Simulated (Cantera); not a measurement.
Cantera run, input and output.

```python
import numpy as np
import cantera as ct

gas = ct.Solution("gri30.yaml")
gas.TPX = 1300, 1500000, {'CO': 1, 'H2': 0.83, 'O2': 0.924, 'N2': 7.95, 'H2O': 2}
reactor = ct.IdealGasReactor(gas, energy="on", clone=False)
net = ct.ReactorNet([reactor])
net.rtol, net.atol = 1e-08, 1e-16
show = ['CO', 'H2', 'O2', 'N2O', 'O', 'H2O']
times = np.geomspace(1e-06, 4, 11)

steps = ct.SolutionArray(gas, extra=["t"])
rows = []
print(f"{'t/s':>10s}{'T/K':>9s}{'P/Pa':>11s}" + "".join(f"{s:>11s}" for s in show))
for t in times:
    while net.time < t:
        t_next = net.step()
        steps.append(gas.state, t=t_next)
    rows.append([np.interp(t, steps.t, y) for y in (steps.T, steps.P, *steps(*show).X.T)])
    print(f"{t:10.3e}{rows[-1][0]:9.1f}{rows[-1][1]:11.4g}" + "".join(f"{x:11.3e}" for x in rows[-1][2:]))
rate = np.gradient(steps.T, steps.t)
print("integrator steps:", len(steps.t))
if steps.T.max() > steps.T[0] + 200:
    print(f"time of steepest temperature rise: {steps.t[rate.argmax()]:.4e} s")
gas.TPX = 1300, 1500000, {'CO': 1, 'H2': 0.83, 'O2': 0.924, 'N2': 7.95, 'H2O': 2}
gas.equilibrate("UV")
print(f"equilibrium (UV): T = {gas.T:.1f} K  " + "  ".join(f"{s} {gas[s].X[0]:.3e}" for s in show))
```

Output:

```
       t/s      T/K       P/Pa         CO         H2         O2        N2O          O        H2O
 1.000e-06   1300.0    1.5e+06  7.872e-02  6.533e-02  7.273e-02  2.757e-13  4.828e-09  1.574e-01
 4.573e-06   1300.0    1.5e+06  7.872e-02  6.533e-02  7.273e-02  2.787e-12  9.664e-09  1.574e-01
 2.091e-05   1300.5    1.5e+06  7.870e-02  6.530e-02  7.269e-02  1.023e-10  1.306e-07  1.575e-01
 9.564e-05   2436.4  2.625e+06  6.673e-03  3.264e-03  4.881e-03  7.021e-07  1.556e-04  2.336e-01
 4.373e-04   2442.0   2.63e+06  6.177e-03  3.068e-03  4.460e-03  6.736e-07  1.417e-04  2.340e-01
 2.000e-03   2439.0  2.626e+06  6.286e-03  3.131e-03  4.155e-03  6.568e-07  1.347e-04  2.339e-01
 9.146e-03   2434.0  2.621e+06  6.473e-03  3.239e-03  3.695e-03  6.505e-07  1.239e-04  2.339e-01
 4.183e-02   2433.5  2.621e+06  6.491e-03  3.250e-03  3.654e-03  6.512e-07  1.229e-04  2.339e-01
 1.913e-01   2433.5  2.621e+06  6.491e-03  3.250e-03  3.654e-03  6.512e-07  1.229e-04  2.339e-01
 8.747e-01   2433.5  2.621e+06  6.491e-03  3.250e-03  3.654e-03  6.512e-07  1.229e-04  2.339e-01
 4.000e+00   2433.5  2.621e+06  6.491e-03  3.250e-03  3.654e-03  6.512e-07  1.229e-04  2.339e-01
integrator steps: 1401
time of steepest temperature rise: 6.3933e-05 s
equilibrium (UV): T = 2433.5 K  CO 6.491e-03  H2 3.250e-03  O2 3.654e-03  N2O 6.512e-07  O 1.229e-04  H2O 2.339e-01
```

Detailed kinetics in Cantera: GRI-Mech 3.0 (53 species, 325 reactions). The hydrogen kinetics of GRI-Mech 3.0 are dated; newer H2 mechanisms differ, most at raised pressure. The pressure lies above the range GRI-Mech 3.0 was tuned for (to about 10 atm).
